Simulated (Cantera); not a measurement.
A perfectly stirred reactor is fed with 33.3 % C₂H₆, 66.7 % N₂, at 593 Torr; it is held at 1425 K, and followed from long to short residence time.

Detailed kinetics in Cantera: GRI-Mech 3.0 (53 species, 325 reactions). GRI-Mech 3.0 stops at C3 and has no aromatics, soot or wall deposition, so with more carbon than oxygen in the feed, carbon stays in small species such as C2H2 where larger ones or solid carbon would form.

Predict: x(C₂H₆) at τ = 4.70 s; x(CH₃) at τ = 4.70 s; x(C₂H) at τ = 4.70 s; x(C₂H₄) at τ = 4.70 s; x(C₂H₆) at τ = 32.0 ms; x(CH₂) at τ = 32.0 ms; x(CH₃) at τ = 32.0 ms; x(C₂H) at τ = 32.0 ms; x(C₂H₄) at τ = 32.0 ms.


```json
{
  "x(C₂H₆) at τ = 4.70 s": "0.000213",
  "x(CH₃) at τ = 4.70 s": "3.99e-5",
  "x(C₂H) at τ = 4.70 s": "3.87e-9",
  "x(C₂H₄) at τ = 4.70 s": "0.0228",
  "x(C₂H₆) at τ = 32.0 ms": "0.00494",
  "x(CH₂) at τ = 32.0 ms": "1.18e-8",
  "x(CH₃) at τ = 32.0 ms": "0.000161",
  "x(C₂H) at τ = 32.0 ms": "1.56e-8",
  "x(C₂H₄) at τ = 32.0 ms": "0.0537"
}
```
